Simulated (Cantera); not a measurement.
Cantera run, input and output.

```python
import numpy as np
import cantera as ct

gas = ct.Solution("gri30.yaml")
gas.TPX = 675, 101325, {'H2': 1, 'O2': 1.16, 'N2': 4.37}
inlet = ct.Reservoir(gas, clone=True)
gas.equilibrate("HP")  # start burning
reactor = ct.IdealGasConstPressureReactor(gas, energy="on", clone=False)
exhaust = ct.Reservoir(gas, clone=True)
tau = [0.25, 0.099, 0.039, 0.015, 0.006, 0.0023, 0.00092, 0.00036, 0.00014, 5.6e-05][0]
for a, b in ((inlet, reactor), (reactor, exhaust)):
    ct.MassFlowController(a, b, mdot=lambda t: reactor.mass / tau)
net = ct.ReactorNet([reactor])
show = ['H2', 'O2', 'N2O', 'H2O2', 'HO2', 'NO2']

rows = []
print(f"{'tau/s':>10s}{'T/K':>9s}" + "".join(f"{s:>11s}" for s in show))
for tau in [0.25, 0.099, 0.039, 0.015, 0.006, 0.0023, 0.00092, 0.00036, 0.00014, 5.6e-05]:
    net.initial_time = 0.0
    net.advance(30 * tau)
    before = gas.X
    net.advance(40 * tau)
    drift = np.max(np.abs(gas.X - before) / (gas.X + 1e-9))
    rows.append([gas.T, *gas[show].X, drift])
    print(f"{tau:10.3e}{gas.T:9.1f}" + "".join(f"{x:11.3e}" for x in gas[show].X))
```

Result:

```
     tau/s      T/K         H2         O2        N2O       H2O2        HO2        NO2
 2.500e-01   1811.9  8.451e-05  1.091e-01  3.242e-07  7.545e-08  1.301e-06  5.444e-08
 9.900e-02   1809.5  1.449e-04  1.090e-01  4.630e-07  1.006e-07  1.762e-06  4.107e-08
 3.900e-02   1805.4  2.617e-04  1.088e-01  6.198e-07  1.425e-07  2.713e-06  3.277e-08
 1.500e-02   1798.3  4.884e-04  1.086e-01  7.087e-07  2.082e-07  4.552e-06  2.437e-08
 6.000e-03   1787.1  8.873e-04  1.083e-01  6.796e-07  3.005e-07  7.628e-06  1.674e-08
 2.300e-03   1767.2  1.636e-03  1.078e-01  5.720e-07  4.426e-07  1.288e-05  1.119e-08
 9.200e-04   1735.4  2.869e-03  1.074e-01  4.526e-07  6.537e-07  2.041e-05  8.466e-09
 3.600e-04   1682.2  4.944e-03  1.071e-01  3.427e-07  1.029e-06  3.080e-05  7.124e-09
 1.400e-04   1599.7  8.361e-03  1.076e-01  2.495e-07  1.801e-06  4.376e-05  5.823e-09
 5.600e-05   1485.4  1.463e-02  1.104e-01  1.666e-07  3.512e-06  5.946e-05  3.795e-09
```

Computed with Cantera and GRI-Mech 3.0 (53 species, 325 reactions).
